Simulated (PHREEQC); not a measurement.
Na2HPO4 is added in steps, without added water, to 1 kg of water holding 0.23 mol/kgw NaHS, 0.00023 mol/kgw NaCl and 0.0038 mol/kgw ZnCl2, at 25 °C. No oxygen is let in. The system is closed to CO2. Solids allowed: Zn(OH)2-e, Zn5(OH)8Cl2, Zn3(PO4)2:4w, ZnS(a), Halite. Others were left out.

Base run: PHREEQC, ion-association model, wateq4f.dat. Each further column changes one thing. The table gives pH.

| Na2HPO4 added (mol) | base | diluted 10-fold with water | NaHS from 0.23 to 0.046 mol/kgw | NaCl from 0.00023 to 0.000253 mol/kgw | no solid may form |
|---|---|---|---|---|---|
| 0 | 8.66 | 8.68 | 7.91 | 8.66 | 9.60 |
| 0.115 | 8.69 | 9.01 | 8.31 | 8.69 | 9.29 |
| 0.23 | 8.70 | 8.99 | 8.44 | 8.70 | 9.17 |
| 0.345 | 8.70 | 8.96 | 8.51 | 8.70 | 9.09 |
| 0.46 | 8.70 | 8.93 | 8.55 | 8.70 | 9.04 |
| 0.575 | 8.70 | 8.91 | 8.58 | 8.70 | 9.00 |
| 0.69 | 8.70 | 8.89 | 8.60 | 8.70 | 8.97 |

The ionic strength passes 0.7 mol/kgw, the rough limit of the ion-association models, in part of: base; diluted 10-fold with water; NaHS from 0.23 to 0.046 mol/kgw; NaCl from 0.00023 to 0.000253 mol/kgw; no solid may form. The polysulfide entries of wateq4f.dat were taken out for this run. H3PO4, which wateq4f.dat lacks, is added to it with the constant of phreeqc.dat. The database has no phosphate complexes of Zn. In at least one series the solution becomes supersaturated in solids that the run did not let form, among them ZnS(a).
